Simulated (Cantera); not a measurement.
A perfectly stirred reactor is fed with C2H6 : H2 = 1 : 47 (molar parts), at 13300 Pa; it is held at 1500 K, and followed from long to short residence time.

Cantera simulation using GRI-Mech 3.0 (53 species, 325 reactions); the numbers are that mechanism's predictions, not measurements. GRI-Mech 3.0 stops at C3 and has no aromatics, soot or wall deposition, so with more carbon than oxygen in the feed, carbon stays in small species such as C2H2 where larger ones or solid carbon would form.

Problem. Predict: x(C2H6) at τ = 1.30 s; x(H2) at τ = 1.30 s; x(C2H) at τ = 1.30 s; x(CH4) at τ = 1.30 s; x(C2H2) at τ = 1.30 s; x(C2H6) at τ = 25.0 ms; x(H2) at τ = 25.0 ms; x(C2H) at τ = 25.0 ms; x(CH4) at τ = 25.0 ms; x(C2H2) at τ = 25.0 ms.

Solution. 
```
Item                       Value
----------------------  --------
x(C2H6) at τ = 1.30 s    1.48e-5
x(H2) at τ = 1.30 s        0.973
x(C2H) at τ = 1.30 s     2.41e-9
x(CH4) at τ = 1.30 s      0.0133
x(C2H2) at τ = 1.30 s     0.0130
x(C2H6) at τ = 25.0 ms  0.000277
x(H2) at τ = 25.0 ms       0.972
x(C2H) at τ = 25.0 ms    6.03e-9
x(CH4) at τ = 25.0 ms     0.0141
x(C2H2) at τ = 25.0 ms    0.0106
```
